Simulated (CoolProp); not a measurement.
Octamethyltrisiloxane (MDM) along the isobar 0.734 MPa: Z from the reference equation and from simpler models built on Tc = 565.4 K, pc = 1.438 MPa, ω = 0.528; each cubic takes its own stable root.

The numbers come from the reference Helmholtz-energy equation of state, Thol 2017 in CoolProp.

```tsv
T (K)	phase	reference	van der Waals	Redlich-Kwong	Soave-Redlich-Kwong
225.1	liquid	0.1045	0.1848	0.1243	0.1204
258.3	liquid	0.09450	0.1656	0.1116	…
291.6	liquid	0.08703	0.1512	0.1023	0.09748
324.8	liquid	0.08143	…	0.09555	0.09021
358	liquid	0.07726	0.1324	…	0.08489
391.3	liquid	0.07427	0.1267	0.08756	0.08122
424.5	liquid	0.07240	0.1232	…	0.07919
457.7	liquid	…	0.1225	…	0.07903
491	liquid	0.07277	0.7152	0.09058	0.08174
```

Fill in the missing entries.


- 258.3, Soave-Redlich-Kwong: 0.1073
- 324.8, van der Waals: 0.1404
- 358, Redlich-Kwong: 0.09071
- 424.5, Redlich-Kwong: 0.08611
- 457.7, reference: 0.07173
- 457.7, Redlich-Kwong: 0.08668

At some of these states van der Waals gives the other phase, because its saturation line lies elsewhere.
